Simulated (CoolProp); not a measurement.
Model: reference Helmholtz-energy equation of state, Thol 2014, in CoolProp.

Problem. Give the vapour pressure (bar), vapour density (kg/m³), surface tension (mN/m) of saturated diethyl ether at 378.4, 391.3, 393.5 K.

Solution. 
```csv
T (K),p (bar),vapour density (kg/m³),surface tension (mN/m)
378.4,7.36,21.0,7.42
391.3,9.71,28.0,6.08
393.5,10.2,29.3,5.86
```

Surface tension comes from a separate correlation (Mulero 2014).
